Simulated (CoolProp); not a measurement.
Saturation properties of propylene (Tc = 91.1 °C, pc = 4.555 MPa, ω = 0.146).

Model: reference Helmholtz-energy equation of state, Lemmon 2013, in CoolProp.

| T (°C) | p (MPa) | liquid density (kg/m³) | surface tension (mN/m) |
|---|---|---|---|
| -34.75 | 0.1756 | 593.8 | 14.9 |
| -26.85 | 0.2384 | 583.5 | 13.8 |
| -18.85 | 0.3182 | 572.8 | 12.7 |
| -10.95 | 0.4151 | 561.9 | 11.6 |
| -3.05 | 0.5327 | 550.6 | 10.6 |
| 4.85 | 0.6733 | 538.9 | 9.54 |
| 12.75 | 0.8396 | 526.6 | 8.51 |
| 20.65 | 1.034 | 513.7 | 7.50 |
| 28.55 | 1.260 | 500.0 | 6.51 |
| 36.45 | 1.520 | 485.5 | 5.55 |
| 44.35 | 1.817 | 469.8 | 4.61 |

It boils at -47.6 °C under 1 atm.

Surface tension comes from a separate correlation (Mulero 2012).
